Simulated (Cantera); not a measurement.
Charge: 1 mol C3H8, 0.11 mol NH3, 27 mol H2, held at 2800 K.

Equilibrium computed with Cantera from the NASA thermochemical tables; the gas is ideal and each condensed phase is pure. Candidate condensed phases: C, C6H6, C7H8, C8H18; 92 gas species. Equilibrium is a limit: real reactors are often held back by kinetics, nucleation or transport.

At 46.0 mbar, list the 4 most abundant gas species with their mole fractions, and the condensed phases.

H2 0.662, H 0.310, C2H2 (acetylene) 0.0221, HCN 0.00197. Condensed: C(graphite).
